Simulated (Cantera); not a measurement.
Feed: 1 mol Si₃N₄, 0.12 mol H₂O, 13 mol H₂, 0.0012 mol O₂, at 0.00600 bar.

Cantera equilibrium calculation (NASA polynomials, part measured and part estimated; ideal gas, pure solids and liquids). Candidate condensed phases: H₂O, Si, SiO₂, Si₂N₂O, Si₃N₄; 35 gas species. Mutual solubility and eutectic melting of coexisting phases are not modelled. Kinetics and transport are ignored. All values below are at 1123 K.

Base state: H₂ 0.997, N₂ 0.00310 (mole fractions); condensed: Si₂N₂O(s) + Si₃N₄(s).

What changes in the equilibrium state with this change: Si₃N₄ replaced by SiC?


```csv
species,before,after
H₂,0.997,0.999
CO,0,0.00113
CH₄,0,0.000176
N₂,0.00310,0
"Si₂N₂O(s), mol",0.122,0
"Si₃N₄(s), mol",0.918,0
"C(graphite), mol",0,0.0365
"SiC(s), mol",0,0.946
"SiO₂(β-quartz), mol",0,0.0537
```
Further candidate phases: C, C₆H₆, C₇H₈, C₈H₁₈, SiC.
